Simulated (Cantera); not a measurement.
**Thermodynamics of fluorocarbon and chlorocarbon gases, feed CH₃Cl + F₂**

A closed system holds: 1 mol CH₃Cl, 0.02 mol F₂, at 0.0240 Torr.

Cantera equilibrium calculation (NASA polynomials, part measured and part estimated; ideal gas, pure solids and liquids). Candidate condensed phases: C, C₆H₆, C₇H₈, C₈H₁₈; 135 gas species. Ions and electrons are included (thermal ionisation). Equilibrium is a limit: real reactors are often held back by kinetics, nucleation or transport.

```json
[
 {"T (°C)": "1727", "x H": "0.177", "x H₂": "0.381", "x HCl": "0.315", "x Cl": "0.109", "x C": "9.51e-7", "x HF": "0.0170", "x C₃": "8.66e-7", "n C(graphite)": "0.999"},
 {"T (°C)": "2227", "x H": "0.689", "x H₂": "0.0241", "x HCl": "0.0119", "x Cl": "0.241", "x C": "0.00520", "x HF": "0.00954", "x C₃": "0.0155", "n C(graphite)": "0.777"},
 {"T (°C)": "2727", "x H": "0.611", "x H₂": "0.000479", "x HCl": "0.000235", "x Cl": "0.204", "x C": "0.157", "x HF": "0.000910", "x C₃": "0.00942", "n C(graphite)": "0"},
 {"T (°C)": "3227", "x H": "0.595", "x H₂": "3.25e-5", "x HCl": "1.64e-5", "x Cl": "0.199", "x C": "0.198", "x HF": "3.20e-5", "x C₃": "8.81e-6", "n C(graphite)": "0"},
 {"T (°C)": "3727", "x H": "0.595", "x H₂": "4.46e-6", "x HCl": "2.28e-6", "x Cl": "0.198", "x C": "0.198", "x HF": "2.46e-6", "x C₃": "2.79e-8", "n C(graphite)": "0"},
 {"T (°C)": "4227", "x H": "0.595", "x H₂": "9.46e-7", "x HCl": "4.90e-7", "x Cl": "0.198", "x C": "0.197", "x HF": "3.29e-7", "x C₃": "3.09e-10", "n C(graphite)": "0"},
 {"T (°C)": "4727", "x H": "0.592", "x H₂": "2.72e-7", "x HCl": "1.42e-7", "x Cl": "0.197", "x C": "0.193", "x HF": "6.53e-8", "x C₃": "7.99e-12", "n C(graphite)": "0"}
]
```
x: gas mole fraction; n: condensed amount in mol.

From 1727 °C to 2227 °C the condensed part is C(graphite). From 2727 °C to 4727 °C nothing is condensed. The main C-bearing gas is C₂H₂ (acetylene) at 1727 °C and C at 4727 °C.
